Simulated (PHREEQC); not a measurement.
Consider water at 65 °C with 0.0013 mol KHCO3 per kg of water. Closed to the air; pH follows from the charge balance.

Computed with PHREEQC (Pitzer model, pitzer.dat).

Precipitation was switched off in this run.

What pH does the model give?

pH 8.00.

In which forms is C present?

HCO3- 97 %, CO2 1.8 %, CO3-2 0.8 % of the C.

Complexes and solids missing from the database can't appear. At this temperature some constants are extrapolated from 25 °C, and those without enthalpy data are left unchanged.
